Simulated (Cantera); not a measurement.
An adiabatic, constant-pressure homogeneous reactor starts with CH4 : O2 : N2 : CO2 = 1 : 2 : 22 : 5.3 (molar parts), equivalence ratio 1.0, at 1475 K and 1.00 bar. Integrator tolerance rtol = 1e-08.

Computed with Cantera and GRI-Mech 3.0 (53 species, 325 reactions).

Task: What does this change do: CO2 5.3 to 6.9 parts?

Result: 
| quantity | before | after |
|---|---|---|
| time of steepest temperature rise | 5.41 ms | 5.85 ms |
| temperature at 4.00 s | 2057 K | 2020 K |
| equilibrium temperature | 2057 K | 2020 K |
| x(CH4) at 4.00 s | <1e-12 (gas-phase equilibrium <1e-12) | <1e-12 (gas-phase equilibrium <1e-12) |
| x(O2) at 4.00 s | 0.00325 (gas-phase equilibrium 0.00323) | 0.00305 (gas-phase equilibrium 0.00300) |
| x(CO2) at 4.00 s | 0.200 (gas-phase equilibrium 0.200) | 0.240 (gas-phase equilibrium 0.240) |
| x(C2H2) at 4.00 s | <1e-12 (gas-phase equilibrium <1e-12) | <1e-12 (gas-phase equilibrium <1e-12) |
| x(N2O) at 4.00 s | 5.71e-8 (gas-phase equilibrium 5.71e-8) | 4.75e-8 (gas-phase equilibrium 4.74e-8) |
| x(C2H4) at 4.00 s | <1e-12 (gas-phase equilibrium <1e-12) | <1e-12 (gas-phase equilibrium <1e-12) |

Task: What does this change do: pressure from 1.00 bar to 10.0 bar?

Result: 
```
quantity                                                            before                                    after
---------------------------------  ---------------------------------------  ---------------------------------------
time of steepest temperature rise                                  5.41 ms                                 0.981 ms
temperature at 4.00 s                                               2057 K                                   2083 K
equilibrium temperature                                             2057 K                                   2083 K
x(CH4) at 4.00 s                     <1e-12 (gas-phase equilibrium <1e-12)    <1e-12 (gas-phase equilibrium <1e-12)
x(O2) at 4.00 s                    0.00325 (gas-phase equilibrium 0.00323)  0.00166 (gas-phase equilibrium 0.00166)
x(CO2) at 4.00 s                       0.200 (gas-phase equilibrium 0.200)      0.203 (gas-phase equilibrium 0.203)
x(C2H2) at 4.00 s                    <1e-12 (gas-phase equilibrium <1e-12)    <1e-12 (gas-phase equilibrium <1e-12)
x(N2O) at 4.00 s                   5.71e-8 (gas-phase equilibrium 5.71e-8)  1.39e-7 (gas-phase equilibrium 1.39e-7)
x(C2H4) at 4.00 s                    <1e-12 (gas-phase equilibrium <1e-12)    <1e-12 (gas-phase equilibrium <1e-12)
```
